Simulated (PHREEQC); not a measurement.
Consider water at 3.1 °C with 0.53 mmol/kgw Ca(HCO3)2, 6.3 mmol/kgw Na2SO4 and 0.23 mmol/kgw H4SiO4. Closed to the air; pH follows from the charge balance.

Equilibrium calculation in PHREEQC: ion-association model, phreeqc.dat.

This is a speciation only: nothing precipitates in the calculation.

Task: Order these Ca species by the share of Ca that they hold, largest first: CaHCO3+, CaCO3, CaSO4, Ca+2.

Result: Ca+2 (75 %), CaSO4 (24 %), CaHCO3+ (0.35 %), CaCO3 (0.31 %)

The pH is 8.34 and the ionic strength 0.0196 mol/kgw. The solution is supersaturated, for example in Quartz (slow to form), Chalcedony (slow to form), so a real one may precipitate; this is no full list. Constants without temperature data keep their 25 °C values here.
